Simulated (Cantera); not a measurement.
Input: 1 mol Fe, 1.7 mol Cl2, 0.041 mol H2, equilibrated at 500 °C and 56000 Pa.

Equilibrium computed with Cantera from the NASA thermochemical tables; the gas is ideal and each condensed phase is pure. The numbers say what is thermodynamically allowed, not how fast it happens.

```csv
species,before,after
HCl,0.107,0.667
H2,<1e-9,0.333
FeCl2,1.37e-5,6.17e-5
Fe2Cl6,0.620,<1e-9
Cl2,0.208,<1e-9
FeCl3,0.0655,1.47e-7
"FeCl2(s), mol",0,1.000
```
Gas species are given as mole fractions.

Task: Name the change that produced these shifts.
(A) pressure from 56000 Pa to 26000 Pa
(B) H2 from 0.041 to 1.4 mol
(C) temperature from 500 °C to 477 °C
(D) temperature from 500 °C to 1352 °C

Result: B, H2 from 0.041 to 1.4 mol
